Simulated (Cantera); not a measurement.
An adiabatic, constant-volume homogeneous reactor starts with 6.13 % CH₄, 1.29 % C₂H₆, 3.37 % C₃H₈, 18.7 % O₂, 70.5 % N₂, at 1500 K and 4.60 bar.

Model: GRI-Mech 3.0 (53 species, 325 reactions), integrated in Cantera. GRI-Mech 3.0 was tuned for natural gas; its chemistry of propane as a main component is partial and can be far from experiment.

Problem. Predict: time of steepest temperature rise; temperature at 9.00 s; equilibrium temperature; x(CO) at 9.00 s; x(NO₂) at 9.00 s.

Solution. 
```json
{
  "time_of_steepest_temperature_rise": "35.5 µs",
  "temperature at 9.00 s": "2972 K",
  "equilibrium_temperature": "2972 K",
  "x(CO) at 9.00 s": "0.135 (gas-phase equilibrium 0.135)",
  "x(NO₂) at 9.00 s": "7.40e-8 (gas-phase equilibrium 7.40e-8)"
}
```
